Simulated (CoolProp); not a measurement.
Vapour-liquid equilibrium of toluene (1) + o-xylene (2) at 427.4 K; x and y are mole fractions of (1).

Computed with CoolProp (multi-fluid Helmholtz-energy mixture model, Lemmon 2006 and Zhou 2012; pair parameters Bell 2016).

| x | bubble pressure, mixture model (bar) | bubble pressure, Raoult's law (bar) | y, mixture model | y, Raoult's law |
|---|---|---|---|---|
| 0.05 | 1.387 | 1.393 | 0.102 | 0.109 |
| 0.125 | 1.511 | 1.522 | 0.237 | 0.249 |
| 0.2 | 1.638 | 1.651 | 0.354 | 0.367 |
| 0.275 | 1.767 | 1.780 | 0.455 | 0.468 |
| 0.35 | 1.898 | 1.910 | 0.543 | 0.555 |
| 0.425 | 2.029 | 2.039 | 0.620 | 0.631 |
| 0.5 | 2.161 | 2.168 | ? | 0.699 |
| 0.575 | 2.292 | 2.297 | ? | 0.758 |
| 0.65 | ? | 2.426 | 0.802 | 0.811 |
| 0.725 | 2.553 | 2.555 | 0.851 | 0.859 |
| 0.8 | 2.683 | 2.685 | 0.896 | 0.903 |
| 0.875 | 2.812 | 2.814 | 0.937 | 0.942 |
| 0.95 | 2.942 | 2.943 | 0.976 | 0.978 |

Problem. What belongs in the gaps?

Solution. 
- 0.5, y, mixture model: 0.688
- 0.575, y, mixture model: 0.748
- 0.65, bubble pressure, mixture model (bar): 2.423

The largest gap from Raoult's law is -0.8 % in bubble pressure, at x = 0.2. No azeotrope shows between x = 0.05 and 0.95.

The pair parameters rest on a limited set of measurements; away from them the model extrapolates.
